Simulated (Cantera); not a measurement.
An adiabatic, constant-pressure homogeneous reactor starts with CH4 : H2 : O2 : N2 : H2O = 1 : 0.14 : 2.96 : 11.1 : 0.51 (molar parts), at 1225 K and 7500 Torr. Integrator tolerance rtol = 1e-08.

Model: GRI-Mech 3.0 (53 species, 325 reactions), integrated in Cantera.

Task: What does this change do: CH4 1 to 0.67 parts?

Result: 
```
quantity                                                              before                                      after
---------------------------------  -----------------------------------------  -----------------------------------------
time of steepest temperature rise                                   0.914 ms                                   0.690 ms
temperature at 1.00 s                                                 2485 K                                     2171 K
equilibrium temperature                                               2485 K                                     2171 K
x(CH4) at 1.00 s                       <1e-12 (gas-phase equilibrium <1e-12)      <1e-12 (gas-phase equilibrium <1e-12)
x(H2) at 1.00 s                      0.00127 (gas-phase equilibrium 0.00127)  0.000125 (gas-phase equilibrium 0.000125)
x(O2) at 1.00 s                        0.0513 (gas-phase equilibrium 0.0513)      0.0968 (gas-phase equilibrium 0.0968)
x(C2H4) at 1.00 s                      <1e-12 (gas-phase equilibrium <1e-12)      <1e-12 (gas-phase equilibrium <1e-12)
x(O) at 1.00 s                     0.000969 (gas-phase equilibrium 0.000969)  0.000221 (gas-phase equilibrium 0.000221)
x(CH2CO) at 1.00 s                     <1e-12 (gas-phase equilibrium <1e-12)      <1e-12 (gas-phase equilibrium <1e-12)
x(H) at 1.00 s                     0.000267 (gas-phase equilibrium 0.000267)    1.69e-5 (gas-phase equilibrium 1.69e-5)
```
